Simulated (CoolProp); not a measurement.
Saturation properties of propylene (Tc = 364.2 K, pc = 4555 kPa, ω = 0.146).

Values from CoolProp's reference Helmholtz-energy equation of state, Lemmon 2013.

```json
[
 {"T (K)": "273.7", "p (kPa)": "593.7", "liquid cp (kJ/(kg K))": "2.445", "surface tension (mN/m)": "10.1", "liquid conductivity (mW/(m K))": "123"},
 {"T (K)": "276.3", "p (kPa)": "641.0", "liquid cp (kJ/(kg K))": "2.464", "surface tension (mN/m)": "9.76", "liquid conductivity (mW/(m K))": "122"},
 {"T (K)": "278.8", "p (kPa)": "688.9", "liquid cp (kJ/(kg K))": "2.484", "surface tension (mN/m)": "9.43", "liquid conductivity (mW/(m K))": "121"},
 {"T (K)": "281.4", "p (kPa)": "741.5", "liquid cp (kJ/(kg K))": "2.505", "surface tension (mN/m)": "9.09", "liquid conductivity (mW/(m K))": "120"},
 {"T (K)": "284", "p (kPa)": "797.1", "liquid cp (kJ/(kg K))": "2.527", "surface tension (mN/m)": "8.76", "liquid conductivity (mW/(m K))": "118"},
 {"T (K)": "286.5", "p (kPa)": "853.3", "liquid cp (kJ/(kg K))": "2.550", "surface tension (mN/m)": "8.43", "liquid conductivity (mW/(m K))": "117"},
 {"T (K)": "289.1", "p (kPa)": "914.8", "liquid cp (kJ/(kg K))": "2.574", "surface tension (mN/m)": "8.10", "liquid conductivity (mW/(m K))": "116"},
 {"T (K)": "291.6", "p (kPa)": "977.0", "liquid cp (kJ/(kg K))": "2.599", "surface tension (mN/m)": "7.78", "liquid conductivity (mW/(m K))": "115"},
 {"T (K)": "294.2", "p (kPa)": "1045", "liquid cp (kJ/(kg K))": "2.625", "surface tension (mN/m)": "7.45", "liquid conductivity (mW/(m K))": "113"},
 {"T (K)": "296.7", "p (kPa)": "1113", "liquid cp (kJ/(kg K))": "2.653", "surface tension (mN/m)": "7.14", "liquid conductivity (mW/(m K))": "112"},
 {"T (K)": "299.3", "p (kPa)": "1188", "liquid cp (kJ/(kg K))": "2.683", "surface tension (mN/m)": "6.81", "liquid conductivity (mW/(m K))": "111"},
 {"T (K)": "301.9", "p (kPa)": "1266", "liquid cp (kJ/(kg K))": "2.715", "surface tension (mN/m)": "6.49", "liquid conductivity (mW/(m K))": "109"},
 {"T (K)": "304.4", "p (kPa)": "1345", "liquid cp (kJ/(kg K))": "2.747", "surface tension (mN/m)": "6.18", "liquid conductivity (mW/(m K))": "108"},
 {"T (K)": "307", "p (kPa)": "1430", "liquid cp (kJ/(kg K))": "2.784", "surface tension (mN/m)": "5.86", "liquid conductivity (mW/(m K))": "107"},
 {"T (K)": "309.5", "p (kPa)": "1516", "liquid cp (kJ/(kg K))": "2.821", "surface tension (mN/m)": "5.56", "liquid conductivity (mW/(m K))": "105"}
]
```

It boils at 225.5 K under 1 atm.

Thermal conductivity comes from a separate model (Huber 2003), an estimate that may be off by 10 % or more. Surface tension comes from a separate correlation (Mulero 2012).
